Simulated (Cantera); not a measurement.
Feed: 1 mol MgO, 1.5 mol CH4, 0.016 mol CO, equilibrated at 3.70 mbar.

Cantera equilibrium calculation (NASA polynomials, part measured and part estimated; ideal gas, pure solids and liquids). Candidate condensed phases: C, C6H6, C7H8, C8H18, H2O, Mg, MgCO3, MgO, Mg(OH)2; 116 gas species. The tables' values for MgH are old estimates; treat these amounts as uncertain. Rates play no part. All values below are at 2150 K.

Base state: H2 0.556, CO 0.197, Mg 0.194, H 0.0517, C2H2 (acetylene) 0.00108, MgH 0.000149 (mole fractions); condensed: C(graphite).

### Question
What changes in the equilibrium state with this change: pressure from 3.70 mbar to 10.0 mbar?

### Answer
```
species             before     after
----------------  --------  --------
H2                   0.556     0.571
CO                   0.197     0.199
Mg                   0.194     0.196
H                   0.0517    0.0319
MgH               0.000149  0.000251
C2H2 (acetylene)   0.00108   0.00111
C(graphite), mol     0.489     0.489
```
